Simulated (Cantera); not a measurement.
A freely propagating, adiabatic, planar premixed flame of H2 : O2 : N2 = 1 : 0.549 : 2.07 (molar parts), unburnt at 348 K and 2700 Torr; mixture-averaged transport, grid criteria slope 0.08 and curve 0.16, no radiation.

Detailed kinetics in Cantera: the H2/O2 subset of GRI-Mech 3.0, which has no nitrogen chemistry. The hydrogen kinetics of GRI-Mech 3.0 are dated; newer H2 mechanisms differ, most at raised pressure. Burning velocities carry a grid error of a few per cent, more on coarse grids.

Predict: laminar burning velocity; thermal thickness; peak x(H2O2); peak x(H); peak x(HO2); peak x(O).


| Quantity | Value |
|---|---|
| laminar burning velocity | 222 cm/s |
| thermal thickness | 0.0751 mm |
| peak x(H2O2) | 0.000144 |
| peak x(H) | 0.0192 |
| peak x(HO2) | 0.000930 |
| peak x(O) | 0.00685 |
